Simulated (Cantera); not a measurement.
A Cantera script and its output.

```python
import numpy as np
import cantera as ct

gas = ct.Solution("SiF4_NH3_mec.yaml", "gas")
gas.TPX = 2300, 27000, {'NH3': 1, 'N2': 0.28}
reactor = ct.IdealGasConstPressureReactor(gas, energy="off", clone=False)
net = ct.ReactorNet([reactor])
net.rtol, net.atol = 1e-08, 1e-18
show = ['NH3', 'H', 'H2', 'N2H4', 'N2', 'NH2']
times = np.geomspace(0.0001, 1, 14)

steps = ct.SolutionArray(gas, extra=["t"])
rows = []
print(f"{'t/s':>10s}{'T/K':>9s}{'P/Pa':>11s}" + "".join(f"{s:>11s}" for s in show))
for t in times:
    while net.time < t:
        t_next = net.step()
        steps.append(gas.state, t=t_next)
    rows.append([np.interp(t, steps.t, y) for y in (steps.T, steps.P, *steps(*show).X.T)])
    print(f"{t:10.3e}{rows[-1][0]:9.1f}{rows[-1][1]:11.4g}" + "".join(f"{x:11.3e}" for x in rows[-1][2:]))
rate = np.gradient(steps.T, steps.t)
print("integrator steps:", len(steps.t))
if steps.T.max() > steps.T[0] + 200:
    print(f"time of steepest temperature rise: {steps.t[rate.argmax()]:.4e} s")
gas.TPX = 2300, 27000, {'NH3': 1, 'N2': 0.28}
gas.equilibrate("TP")
print(f"equilibrium (TP): T = {gas.T:.1f} K  " + "  ".join(f"{s} {gas[s].X[0]:.3e}" for s in show))
```

It prints:

```
       t/s      T/K       P/Pa        NH3          H         H2       N2H4         N2        NH2
 1.000e-04   2300.0    2.7e+04  7.694e-01  2.312e-05  6.772e-03  3.259e-07  2.190e-01  4.627e-03
 2.031e-04   2300.0    2.7e+04  7.557e-01  4.765e-05  1.815e-02  3.534e-07  2.211e-01  4.817e-03
 4.125e-04   2300.0    2.7e+04  7.287e-01  9.006e-05  4.112e-02  3.030e-07  2.254e-01  4.461e-03
 8.377e-04   2300.0    2.7e+04  6.779e-01  1.652e-04  8.413e-02  2.395e-07  2.336e-01  3.966e-03
 1.701e-03   2300.0    2.7e+04  5.892e-01  2.966e-04  1.592e-01  1.731e-07  2.478e-01  3.371e-03
 3.455e-03   2300.0    2.7e+04  4.521e-01  5.221e-04  2.749e-01  1.093e-07  2.696e-01  2.679e-03
 7.017e-03   2300.0    2.7e+04  2.796e-01  8.987e-04  4.203e-01  5.382e-08  2.971e-01  1.880e-03
 1.425e-02   2300.0    2.7e+04  1.191e-01  1.541e-03  5.556e-01  1.656e-08  3.226e-01  1.043e-03
 2.894e-02   2300.0    2.7e+04  2.386e-02  3.003e-03  6.350e-01  1.938e-09  3.377e-01  3.569e-04
 5.878e-02   2300.0    2.7e+04  4.016e-04  1.072e-02  6.486e-01  6.697e-12  3.402e-01  2.102e-05
 1.194e-01   2300.0    2.7e+04  1.804e-05  1.503e-02  6.454e-01  2.677e-14  3.395e-01  1.331e-06
 2.424e-01   2300.0    2.7e+04  5.446e-06  1.506e-02  6.454e-01  2.452e-15  3.395e-01  4.027e-07
 4.924e-01   2300.0    2.7e+04  2.384e-06  1.506e-02  6.454e-01  4.707e-16  3.395e-01  1.763e-07
 1.000e+00   2300.0    2.7e+04  1.360e-06  1.506e-02  6.454e-01  1.537e-16  3.395e-01  1.006e-07
integrator steps: 1840
equilibrium (TP): T = 2300.0 K  NH3 1.067e-06  H 1.506e-02  H2 6.454e-01  N2H4 9.485e-17  N2 3.395e-01  NH2 7.888e-08
```

Cantera simulation using the gas-phase N/H chemistry of the illustrative SiF4/NH3 mechanism in the Surface Chemkin manual (1991); the numbers are that mechanism's predictions, not measurements. Walls and surfaces, which speed up NH3 decomposition in real reactors, are not modelled.
